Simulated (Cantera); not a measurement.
Input: 1 mol Si2H6, a varied amount of CO2, 110 mol N2, held at 1850 K and 7.50 Torr.

Cantera equilibrium calculation (NASA polynomials, part measured and part estimated; ideal gas, pure solids and liquids). Candidate condensed phases: C, C6H6, C7H8, C8H18, H2O, Si, SiC, SiO2, Si2N2O, Si3N4; 151 gas species. The feed counts by its element totals alone. Mutual solubility and eutectic melting of coexisting phases are not modelled. The tables' values for SiN are old estimates; treat these amounts as uncertain. The tables hold silica as quartz up to 1696 K and as liquid above; real silica turns to tridymite and cristobalite and melts near 1996 K. Rates play no part.

x: gas mole fraction; n: condensed amount in mol.

```
n(CO2) (mol)   x N2     x CO     x CO2     x H2     x H2O     x SiO  n Si(l)  n SiC(s)  n SiO2(condensed)
------------  -----  -------  --------  -------  --------  --------  -------  --------  -----------------
0.75          0.960  0.00162  4.89e-11   0.0257   3.11e-9    0.0115   0.0378     0.558                  0
0.97          0.956      [?]       [?]   0.0256       [?]       [?]        0       [?]                  0
1.3           0.951      [?]       [?]   0.0255       [?]       [?]        0       [?]                  0
1.6           0.946   0.0121   1.16e-9   0.0253   9.70e-9    0.0154        0     0.177                  0
2.1           0.939   0.0178  0.000130   0.0245  0.000720    0.0171        0         0                  0
2.8           0.938   0.0236  0.000285   0.0240   0.00116    0.0117        0         0              0.630
3.6           0.937   0.0300  0.000682   0.0230   0.00210   0.00620        0         0               1.27
4.7           0.932   0.0373   0.00256   0.0196   0.00541   0.00205        0         0               1.76
6.1           0.923   0.0433   0.00787   0.0143    0.0105  0.000775        0         0               1.91
7.9           0.909   0.0475    0.0178  0.00978    0.0147  0.000376        0         0               1.95
10            0.894   0.0497    0.0315  0.00680    0.0173  0.000222        0         0               1.97
```

Problem. Some entries are withheld; supply them.

Solution. 
- 0.97, x CO: 0.00417
- 0.97, x CO2: 2.12e-10
- 0.97, x H2O: 5.22e-9
- 0.97, x SiO: 0.0127
- 0.97, n SiC(s): 0.483
- 1.3, x CO: 0.00835
- 1.3, x CO2: 6.33e-10
- 1.3, x H2O: 7.75e-9
- 1.3, x SiO: 0.0141
- 1.3, n SiC(s): 0.324
